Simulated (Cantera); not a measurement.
A closed system holds: 1 mol TEOS, 1 mol O2, at 227 °C and 19.5 Torr.

Equilibrium computed with Cantera from the NASA thermochemical tables; the gas is ideal and each condensed phase is pure. Candidate condensed phases: C, C6H6, C7H8, C8H18, H2O, Si, SiC, SiO2; 123 gas species. The feed counts by its element totals alone. Equilibrium is a limit: real reactors are often held back by kinetics, nucleation or transport.

Base state: H2O 0.467, CH4 0.413, H2 0.0797, CO2 0.0409, CO 5.09e-5 (mole fractions); condensed: C(graphite) + SiO2(α-quartz).

**Question.** What changes in the equilibrium state with this change: temperature from 227 °C to 1550 °C?

**Answer.** 
| species | before | after |
|---|---|---|
| H2 | 0.0797 | 0.623 |
| CO | 5.09e-5 | 0.372 |
| SiO | <1e-9 | 0.00221 |
| H2O | 0.467 | 1.54e-6 |
| CH4 | 0.413 | 7.20e-6 |
| CO2 | 0.0409 | 2.35e-7 |
| H | <1e-9 | 0.00212 |
| C2H2 (acetylene) | <1e-9 | 0.000132 |
| C(graphite), mol | 4.69 | 1.07 |
| SiO2(α-quartz), mol | 1.00 | 0 |
| SiC(s), mol | 0 | 0.965 |

**Question.** What changes in the equilibrium state with this change: O2 from 1 to 20 mol?

**Answer.** 
```tsv
species	before	after
H2O	0.467	0.385
O2	<1e-9	0.308
CO2	0.0409	0.308
CH4	0.413	<1e-9
H2	0.0797	<1e-9
CO	5.09e-5	<1e-9
C(graphite), mol	4.69	0
SiO2(α-quartz), mol	1.00	1.00
```
